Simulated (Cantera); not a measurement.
A Cantera script and its output.

```python
import numpy as np
import cantera as ct

gas = ct.Solution("h2o2.yaml")
gas.TPX = 350, 500000, {'H2': 1, 'O2': 0.278, 'N2': 1.14, 'H2O': 0.079}
flame = ct.FreeFlame(gas, width=0.013)
flame.set_refine_criteria(ratio=3, slope=0.08, curve=0.16)
flame.transport_model = "mixture-averaged"
flame.solve(loglevel=0, auto=True)
z, T = flame.grid, flame.T
thick = (T[-1] - T[0]) / np.gradient(T, z).max()
show = ['H2', 'O2', 'H2O', 'H2O2', 'O', 'OH']
print(f"laminar burning velocity  {flame.velocity[0] * 100:.3f} cm/s")
print(f"burnt temperature         {T[-1]:.1f} K")
print(f"thermal thickness         {thick * 1e3:.4f} mm")
print(f"grid points               {len(z)}")
z0 = z[flame.heat_release_rate.argmax()]
print(f"{'z/mm':>9s}{'T/K':>9s}{'u/(m/s)':>9s}" + "".join(f"{s:>11s}" for s in show))
rows = []
for k in (-3, -2, -1.5, -1, -0.5, -0.25, 0, 0.25, 0.5, 1, 2, 4, 8):
    zz = z0 + k * thick
    rows.append([k * thick, np.interp(zz, z, T), np.interp(zz, z, flame.velocity),
                 *(np.interp(zz, z, flame.X[gas.species_index(s)]) for s in show)])
    print(f"{rows[-1][0] * 1e3:9.3f}{rows[-1][1]:9.1f}{rows[-1][2]:9.3f}" + "".join(f"{x:11.3e}" for x in rows[-1][3:]))
```

Result:

```
laminar burning velocity  290.923 cm/s
burnt temperature         2054.5 K
thermal thickness         0.0465 mm
grid points               109
     z/mm      T/K  u/(m/s)         H2         O2        H2O       H2O2          O         OH
   -0.140    350.0    2.909  4.005e-01  1.113e-01  3.164e-02  1.394e-11  1.317e-11  4.324e-14
   -0.093    350.1    2.909  4.004e-01  1.114e-01  3.164e-02  8.796e-10  4.197e-10  1.672e-12
   -0.070    350.4    2.910  4.000e-01  1.114e-01  3.167e-02  1.325e-08  3.815e-09  5.048e-11
   -0.047    354.0    2.930  3.976e-01  1.119e-01  3.185e-02  3.875e-07  5.524e-08  7.651e-09
   -0.023    448.2    3.601  3.753e-01  1.141e-01  3.719e-02  4.944e-05  4.305e-06  1.848e-05
   -0.012    766.5    5.952  3.360e-01  1.049e-01  6.799e-02  1.447e-04  1.203e-04  6.965e-04
    0.000   1169.2    8.885  2.844e-01  7.928e-02  1.277e-01  6.539e-05  7.329e-04  1.214e-03
    0.012   1457.6   10.985  2.359e-01  4.682e-02  1.912e-01  8.938e-06  1.465e-03  2.076e-03
    0.023   1625.4   12.214  2.040e-01  2.256e-02  2.364e-01  2.629e-06  1.370e-03  2.802e-03
    0.047   1772.7   13.273  1.830e-01  4.414e-03  2.710e-01  1.126e-06  6.585e-04  3.178e-03
    0.093   1872.6   13.951  1.828e-01  4.120e-04  2.804e-01  4.937e-07  2.906e-04  2.835e-03
    0.186   1946.7   14.435  1.874e-01  9.208e-05  2.833e-01  2.256e-07  1.255e-04  2.071e-03
    0.372   1996.9   14.754  1.909e-01  3.215e-05  2.852e-01  9.519e-08  4.448e-05  1.308e-03
```

Computed with Cantera and the H2/O2 subset of GRI-Mech 3.0, which has no nitrogen chemistry. The hydrogen kinetics of GRI-Mech 3.0 are dated; newer H2 mechanisms differ, most at raised pressure. Burning velocities carry a grid error of a few per cent, more on coarse grids.
